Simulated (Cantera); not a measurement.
Input: 1 mol Si₃N₄, 0.64 mol H₂O, 8.4 mol H₂, equilibrated at 0.100 bar.

Method: chemical equilibrium by Gibbs-energy minimisation in Cantera with the NASA 1993 tables (ideal gas, pure condensed phases). Candidate condensed phases: H₂O, Si, SiO₂, Si₂N₂O, Si₃N₄; 35 gas species. Mutual solubility and eutectic melting of coexisting phases are not modelled. Gases not in the tables: Si₂H₆ and higher silanes. Rates play no part. All values below are at 1823 K.

Base state: H₂ 0.866, N₂ 0.128, SiO 0.00469, H 0.00128, Si 4.42e-5, SiH₂ 3.04e-5, SiH 1.39e-5 (mole fractions); condensed: Si(l) + Si₂N₂O(s) + Si₃N₄(s).

Task: What changes in the equilibrium state with this change: pressure from 0.100 bar to 0.290 bar?

Result: 
```csv
species,before,after
H₂,0.866,0.954
N₂,0.128,0.0440
SiO,0.00469,0.00162
Si,4.42e-5,1.52e-5
H,0.00128,0.000786
SiH,1.39e-5,8.56e-6
SiH₂,3.04e-5,3.35e-5
"Si(l), mol",1.65,0.297
"Si₂N₂O(s), mol",0.591,0.625
"Si₃N₄(s), mol",0.0397,0.479
```
